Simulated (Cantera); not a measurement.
What does this Cantera script print?

```python
import numpy as np
import cantera as ct

gas = ct.Solution("h2o2.yaml")


def delay(T, t_max=10):
    gas.TPX = T, 1000000, {'H2': 1, 'O2': 0.455, 'N2': 1.71, 'H2O': 0.097}
    reactor = ct.IdealGasReactor(gas, clone=False)
    net = ct.ReactorNet([reactor])
    net.rtol, net.atol = 1e-8, 1e-16
    while net.time < t_max:
        t_old, T_old = net.time, reactor.T
        net.step()
        if reactor.T > T + 400:  # ignition: a rise of 400 K
            return t_old + (T + 400 - T_old) / (reactor.T - T_old) * (net.time - t_old)
    return np.nan


taus = []
for T in [1250, 1300, 1350, 1400, 1450, 1500, 1550]:
    taus.append(delay(T))
    print(f"T0 = {T:6g} K   tau = {taus[-1]:.4e} s")

# d ln(tau) / d ln(k), from doubling and halving each rate constant
T, sens = 1400, []
for i in range(gas.n_reactions):
    gas.set_multiplier(2.0, i)
    up = delay(T)
    gas.set_multiplier(0.5, i)
    down = delay(T)
    gas.set_multiplier(1.0, i)
    sens.append((np.log(up / down) / np.log(4.0), gas.reaction(i).equation))
sens.sort(key=lambda x: -abs(x[0]))
print(f"sensitivities at {T} K")
for s, eq in sens[:10]:
    print(f"{s:8.3f}  {eq}")
```

It prints:

```
T0 =   1250 K   tau = 2.9622e-05 s
T0 =   1300 K   tau = 7.9157e-06 s
T0 =   1350 K   tau = 3.9800e-06 s
T0 =   1400 K   tau = 2.6287e-06 s
T0 =   1450 K   tau = 1.9442e-06 s
T0 =   1500 K   tau = 1.5298e-06 s
T0 =   1550 K   tau = 1.2524e-06 s
sensitivities at 1400 K
  -1.279  H + O2 <=> O + OH
   0.223  H + O2 + N2 <=> HO2 + N2
   0.220  H + O2 + M <=> HO2 + M
   0.172  H + O2 + H2O <=> HO2 + H2O
  -0.162  H2 + O <=> H + OH
  -0.093  H2 + OH <=> H + H2O
  -0.072  H + HO2 <=> 2 OH
   0.045  H + O2 + O2 <=> HO2 + O2
  -0.043  H + HO2 <=> H2 + O2
  -0.014  H + H2O2 <=> H2 + HO2
```

Computed with Cantera and the H2/O2 subset of GRI-Mech 3.0, which has no nitrogen chemistry. The hydrogen kinetics of GRI-Mech 3.0 are dated; newer H2 mechanisms differ, most at raised pressure. Where the delays flatten at high temperature, the 400 K rule measures the pace of heat release, not the induction time.
